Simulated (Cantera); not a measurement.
Feed: 1 mol Si₃N₄, 0.14 mol Si, 3.5 mol H₂, 0.059 mol C, held at 0.133 bar.

Method: chemical equilibrium by Gibbs-energy minimisation in Cantera with the NASA 1993 tables (ideal gas, pure condensed phases). Candidate condensed phases: C, C₆H₆, C₇H₈, C₈H₁₈, Si, SiC, Si₃N₄; 105 gas species. Mutual solubility and eutectic melting of coexisting phases are not modelled. Gases not in the tables: Si₂H₆ and higher silanes. Equilibrium is a limit: real reactors are often held back by kinetics, nucleation or transport.

Q: Which condensed phases are stable at each of these points (T (K)): 1750, 1850, 1950, 2050, 2150, 2250, 2350, 2450, 2550, 2650, 2750?

A: 
```tsv
T (K)	condensed phases	Si condensed (%)
1750	Si(l) + SiC(s) + Si₃N₄(s)	100.0
1850	Si(l) + SiC(s) + Si₃N₄(s)	100.0
1950	Si(l) + SiC(s)	99.9
2050	Si(l) + SiC(s)	99.8
2150	Si(l) + SiC(s)	99.6
2250	Si(l) + SiC(s)	98.9
2350	Si(l) + SiC(s)	97.2
2450	Si(l)	93.4
2550	Si(l)	86.5
2650	Si(l)	72.5
2750	Si(l)	42.4
```

From 1750 K to 1850 K the condensed part is Si(l) + SiC(s) + Si₃N₄(s). From 1950 K to 2350 K the condensed part is Si(l) + SiC(s). From 2450 K to 2750 K the condensed part is Si(l).
